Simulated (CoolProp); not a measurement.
Values from CoolProp's reference Helmholtz-energy equation of state, Lemmon 2006. It is a short technical equation, of lower accuracy than the large ones.

Task: Give the vapour pressure (MPa), liquid density (kg/m³), enthalpy of vaporisation (kJ/kg), vapour Z of saturated isopentane at 296, 317.7 K.

Result: 
```
T (K)  p (MPa)  liquid density (kg/m³)  enthalpy of vaporisation (kJ/kg)  vapour Z
-----  -------  ----------------------  --------------------------------  --------
296     0.0850                     617                               347     0.961
317.7    0.175                     595                               330     0.936
```
